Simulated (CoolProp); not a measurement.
Nitrous oxide along the isotherm 93.85 °C: density (kg/m³) from the reference equation and from simpler models built on Tc = 36.4 °C, pc = 7.245 MPa, ω = 0.161; each cubic takes its own stable root.

Values from CoolProp's reference Helmholtz-energy equation of state, Lemmon 2006. It is a short technical equation, of lower accuracy than the large ones.

| p (MPa) | phase | reference |
|---|---|---|
| 0.158 | gas | 2.289 |
| 0.36 | gas | 5.245 |
| 0.819 | gas | 12.09 |
| 1.86 | gas | 28.30 |
| 4.24 | gas | 69.65 |
| 9.65 | supercritical | 197.8 |
| 22 | supercritical | 591.9 |
| 50 | supercritical | 833.1 |

Problem. How far does each simpler model (van der Waals, Redlich-Kwong, Soave-Redlich-Kwong) lie from the reference over these 8 states: mean and median of the absolute difference, and the worst?

Solution. 
- van der Waals: mean 4.9 %, median 0.2 %, worst -20.8 % at 93.85 °C and 50 MPa
- Redlich-Kwong: mean 1.5 %, median 0.4 %, worst -5.6 % at 93.85 °C and 22 MPa
- Soave-Redlich-Kwong: mean 2.6 %, median 0.4 %, worst -11.1 % at 93.85 °C and 22 MPa
